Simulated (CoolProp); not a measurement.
Vapour-liquid equilibrium of propane (1) + R114 (2) at 0.902 MPa; x and y are mole fractions of (1).

Computed with CoolProp (multi-fluid Helmholtz-energy mixture model, Lemmon 2009 and Platzer 1990; pair parameters Bell 2016). This equation is an older, rougher fit; its heat capacities, sound speeds and derivatives of the liquid may be far off and weren't checked against measurements.

```
x     bubble temperature, mixture model (°C)  bubble temperature, Raoult's law (°C)  y, mixture model  y, Raoult's law
----  --------------------------------------  -------------------------------------  ----------------  ---------------
0.05                                    72.8                                   73.5             0.142            0.154
0.2                                     58.4                                   60.7             0.450            0.476
0.35                                    48.0                                   50.6             0.635            0.673
0.5                                     40.2                                   42.3             0.756            0.800
0.65                                    34.0                                   35.4             0.844            0.885
0.8                                     28.9                                   29.5             0.915            0.945
0.95                                    24.3                                   24.4             0.979            0.988
```

The largest gap from Raoult's law is -2.6 K in bubble temperature, at x = 0.35. No azeotrope shows between x = 0.05 and 0.95.

The pair parameters rest on a limited set of measurements; away from them the model extrapolates.
